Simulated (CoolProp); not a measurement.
Vapour-liquid equilibrium of ethane (1) + n-perfluorobutane (2) at -33.75 °C; x and y are mole fractions of (1).

The numbers come from the multi-fluid Helmholtz-energy mixture model, Bücker 2006 and Gao 2022; pair parameters Bell 2016 in CoolProp.

```tsv
x	bubble pressure, mixture model (kPa)	bubble pressure, Raoult's law (kPa)	y, mixture model	y, Raoult's law
0.05	116.5	69.20	0.805	0.686
0.125	254.4	138.7	0.912	0.856
0.2	376.2	208.1	0.941	0.912
0.275	474.5	277.6	0.954	0.940
0.35	549.0	347.0	0.962	0.957
0.425	603.6	416.5	0.966	0.968
0.5	644.6	485.9	0.969	0.976
0.575	678.4	555.4	0.972	0.982
0.65	710.7	624.9	0.974	0.987
0.725	745.9	694.3	0.977	0.991
0.8	787.6	763.8	0.981	0.994
0.875	838.5	833.2	0.987	0.997
0.95	900.7	902.7	0.994	0.999
```

The largest gap from Raoult's law is +83.4 % in bubble pressure, at x = 0.125. No azeotrope shows between x = 0.05 and 0.95.

Pair parameters are fitted to limited data, so mixtures are less certain than the pure fluids. With so large a gap from Raoult's law the liquid may split in two, which this calculation doesn't test in full.
